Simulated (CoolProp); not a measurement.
Vapour-liquid equilibrium of R152A (1) + isobutene (2) at 1.18 MPa; x and y are mole fractions of (1).

Values from CoolProp's multi-fluid Helmholtz-energy mixture model, Outcalt 1996 and Lemmon 2005; pair parameters Bell 2016.

```tsv
x	bubble temperature (K)	y at the bubble point	dew temperature at overall composition x (K)	liquid density (mol/L)
0.05	346.4	0.122	349.4	9.317
0.125	340.5	0.264	346.3	9.564
0.2	336.2	0.368	343.2	9.788
0.275	332.9	0.450	340.1	(withheld)
0.35	330.3	0.516	336.9	10.21
0.425	328.3	0.572	333.8	10.42
0.5	326.7	0.623	330.9	10.64
0.575	325.4	0.671	328.2	(withheld)
0.65	324.4	(withheld)	326.0	11.13
0.725	323.7	0.767	324.3	11.40
0.8	323.2	0.820	323.3	11.69
0.875	322.9	0.878	322.9	12.01
0.95	323.0	0.947	323.0	(withheld)
```

Question: What belongs in the gaps?

Answer: 
- 0.275, liquid density (mol/L): 9.999
- 0.575, liquid density (mol/L): 10.87
- 0.65, y at the bubble point: 0.718
- 0.95, liquid density (mol/L): 12.34

y crosses x between x = 0.875 and 0.95: the model has an azeotrope there.

Pair parameters are fitted to limited data, so mixtures are less certain than the pure fluids.
